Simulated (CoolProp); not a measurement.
Dimethyl ether along the isobar 219 bar: density (kg/m³) from the reference equation and from simpler models built on Tc = 127.2 °C, pc = 53.37 bar, ω = 0.196; each cubic takes its own stable root.

The numbers come from the reference Helmholtz-energy equation of state, Wu 2011 in CoolProp.

```tsv
T (°C)	phase	reference
-103.45	liquid	847.6
-86.35	liquid	828.2
-69.35	liquid	808.8
-52.35	liquid	789.3
-35.35	liquid	769.5
-18.35	liquid	749.5
-1.35	liquid	729.1
15.65	liquid	708.1
32.65	liquid	686.7
49.75	liquid	664.4
66.75	liquid	641.5
83.75	liquid	617.8
```

Q: How far does each simpler model (van der Waals, Peng-Robinson) lie from the reference over these 12 states: mean and median of the absolute difference, and the worst?

A: 
- van der Waals: mean 35.5 %, median 35.8 %, worst -38.6 % at -103.45 °C and 219 bar
- Peng-Robinson: mean 3.4 %, median 3.7 %, worst +4.3 % at 15.65 °C and 219 bar
